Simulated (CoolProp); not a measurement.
Vapour-liquid equilibrium of m-xylene (1) + o-xylene (2) at 234.85 °C; x and y are mole fractions of (1).

Model: multi-fluid Helmholtz-energy mixture model, Zhou 2012 and Zhou 2012; pair parameters Bell 2016, in CoolProp.

```
x     bubble pressure, mixture model (bar)  bubble pressure, Raoult's law (bar)  y, mixture model  y, Raoult's law
----  ------------------------------------  -----------------------------------  ----------------  ---------------
0.05                                 6.911                                6.915             0.054            0.056
0.15                                 6.989                                6.998             0.162            0.165
0.25                                 7.071                                7.081             0.268            0.272
0.35                                 7.155                                7.164             0.372            0.376
0.45                                 7.241                                7.247             0.474            0.478
0.55                                 7.328                                7.329             0.573            0.578
0.65                                 7.415                                7.412             0.671            0.675
0.75                                 7.500                                7.495             0.767            0.771
0.85                                 7.583                                7.578             0.861            0.864
0.95                                 7.664                                7.661             0.954            0.955
```

The largest gap from Raoult's law is -0.1 % in bubble pressure, at x = 0.25. No azeotrope shows between x = 0.05 and 0.95.

The pair parameters rest on a limited set of measurements; away from them the model extrapolates.
